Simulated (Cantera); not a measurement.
Input: 1 mol Al(CH₃)₃, 5.8 mol N₂O, 320 mol H₂, equilibrated at 0.100 bar.

Cantera equilibrium calculation (NASA polynomials, part measured and part estimated; ideal gas, pure solids and liquids). Candidate condensed phases: Al, AlN, Al₂O₃, C, C₆H₆, C₇H₈, C₈H₁₈, H₂O; 148 gas species. The feed counts by its element totals alone. Equilibrium is a limit: real reactors are often held back by kinetics, nucleation or transport. All values below are at 1375 K.

Base state: H₂ 0.970, N₂ 0.0174, CO 0.00898, H₂O 0.00388, CO₂ 1.74e-5, H 1.07e-5 (mole fractions); condensed: Al₂O₃(s).

Problem. What changes in the equilibrium state with this change: N₂O from 5.8 to 0.87 mol?

Solution. 
```csv
species,before,after
H₂,0.970,0.996
N₂,0.0174,0.00154
CO,0.00898,0.00145
CO₂,1.74e-5,<1e-9
H₂O,0.00388,6.64e-7
CH₄,4.83e-7,0.000494
HCN,5.41e-8,1.58e-5
H,1.07e-5,1.08e-5
"Al₂O₃(s), mol",0.500,0.133
"AlN(s), mol",0,0.734
"C(graphite), mol",0,2.36
```
Mutual solubility and eutectic melting of coexisting phases are not modelled.
